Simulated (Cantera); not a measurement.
Cantera run:

```python
import numpy as np
import cantera as ct

gas_names = """
    B BH BH2 BH3 BO BO2 B2 B2O B2O2 B2O3 B3O3H3 H HBO HBO2 HO2 H2 H2O H2O2 H3B3O6 O OH O2 O3
""".split()
cond_names = """
    B(b) B(L) B2O3(L) B3O3H3(cr) H2O(s) H2O(L)
""".split()


# ... load() reads the species with a 1 bar reference pressure and builds the phases ...
atoms = {
    'B': {'B': 1},
    'H2O': {'H': 2, 'O': 1},
}
top_T = {}  # K; cautious upper limits of use, not melting points


# ... equilibrate(T, P, feed) seeds the gas with the atoms and calls Mixture.equilibrate('TP', solver="vcs", rtol=1e-11, max_steps=5000) ...
results = []
feed = {'B': 1, 'H2O': 0.027}  # mol
T = 1675  # K
P = 420000  # Pa
mix = equilibrate(T, P, feed)
results.append((T, P, feed, dict(zip(mix.species_names, mix.species_moles))))
x = sorted(zip(gas.X, gas.species_names), reverse=True)
print(f"T = {T:g} K  P = {P:g} Pa  gas = {mix.phase_moles(0):.4g} mol")
print("   x: " + "  ".join(f"{s} {v:.3e}" for v, s in x if v > 1e-05))
print("   condensed (mol): " + ("  ".join(f"{mix.phase(i).name} {mix.phase_moles(i):.4g}"
      for i in range(1, mix.n_phases) if mix.phase_moles(i) > 1e-12) or "none"))
```

It prints:

```
T = 1675 K  P = 420000 Pa  gas = 0.02697 mol
   x: H2 9.765e-01  B3O3H3 1.312e-02  HBO 9.334e-03  B2O2 4.356e-04  HBO2 3.318e-04  B2O3 1.250e-04  H 5.598e-05  H2O 5.005e-05  BH2 4.869e-05  BH3 2.559e-05  BO 1.104e-05
   condensed (mol): B(b) 0.9816  B2O3(L) 0.008545
```

These are equilibrium values from Cantera (NASA tables, ideal gas, pure condensed phases), not measurements of a reactor. Mutual solubility and eutectic melting of coexisting phases are not modelled. The tables' values for BH2 are old estimates; treat these amounts as uncertain. Gases not in the tables: H3BO3, B2H6 and higher boranes.
